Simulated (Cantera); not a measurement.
An adiabatic, constant-pressure homogeneous reactor starts with CO : H₂ : CH₄ : O₂ : N₂ = 1 : 0.55 : 0.24 : 3.8 : 14.3 (molar parts), equivalence ratio 0.33, at 1525 K and 150000 Pa.

Cantera simulation using GRI-Mech 3.0 (53 species, 325 reactions); the numbers are that mechanism's predictions, not measurements.

Question: Predict: time of steepest temperature rise; temperature at 2.00 s; equilibrium temperature; x(CO) at 2.00 s; x(H₂) at 2.00 s; x(O) at 2.00 s; x(H) at 2.00 s.

Answer: 
- time of steepest temperature rise = 25.0 µs
- temperature at 2.00 s = 2290 K
- equilibrium temperature = 2290 K
- x(CO) at 2.00 s = 0.00159 (gas-phase equilibrium 0.00159)
- x(H₂) at 2.00 s = 0.000233 (gas-phase equilibrium 0.000233)
- x(O) at 2.00 s = 0.00137 (gas-phase equilibrium 0.00137)
- x(H) at 2.00 s = 0.000115 (gas-phase equilibrium 0.000115)
